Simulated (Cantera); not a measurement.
**Equilibrium for calcination and drying: MgSO4 + C + H2O**

Feed: 1 mol MgSO4, 0.036 mol C, 0.13 mol H2O, equilibrated at 650 °C and 83.0 Pa.

Cantera equilibrium calculation (NASA polynomials, part measured and part estimated; ideal gas, pure solids and liquids). Candidate condensed phases: C, C6H6, C7H8, C8H18, H2O, H2SO4, Mg, MgCO3, MgO, Mg(OH)2, MgS, MgSO4, S; 130 gas species. Rates play no part.

- x(H2O): 0.546
- x(SO2): 0.302
- x(CO2): 0.151
- x(SO3): 0.000378
- x(O2): 8.13e-5
- n(MgO(s)): 0.0721 mol
- n(MgSO4(s)): 0.928 mol
- gas amount: 0.2381 mol
- log10 activity of MgCO3(s) (absent): -6.21
- log10 activity of H2SO4(l) (absent): -13.15
- log10 activity of S(l) (absent): -13.21
